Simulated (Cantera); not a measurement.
Input: 1 mol Ta2O5, 4.4 mol C, 2.5 mol CO.

Equilibrium computed with Cantera from the NASA thermochemical tables; the gas is ideal and each condensed phase is pure. Candidate condensed phases: C, Ta, TaC, Ta2O5; 15 gas species. Mutual solubility and eutectic melting of coexisting phases are not modelled. TaC: taken at fixed stoichiometry. Condensed phases not in the tables: Ta2C, N, O or C dissolved in the metal. The numbers say what is thermodynamically allowed, not how fast it happens.

**Question.** What condenses at these points (T in K, P in Pa): (2300, 32); (2400, 10000); (2400, 1000000); (2150, 10); (2150, 100); (2300, 1000000)?

**Answer.** 
| T (K) | P in Pa | condensed phases | Ta condensed (%) |
|---|---|---|---|
| 2300 | 32 | Ta | 81.7 |
| 2400 | 10000 | Ta + Ta2O5 | 99.1 |
| 2400 | 1000000 | TaC + Ta2O5 | 100.0 |
| 2150 | 10 | Ta | 82.9 |
| 2150 | 100 | Ta + Ta2O5 | 95.6 |
| 2300 | 1000000 | TaC + Ta2O5 | 100.0 |
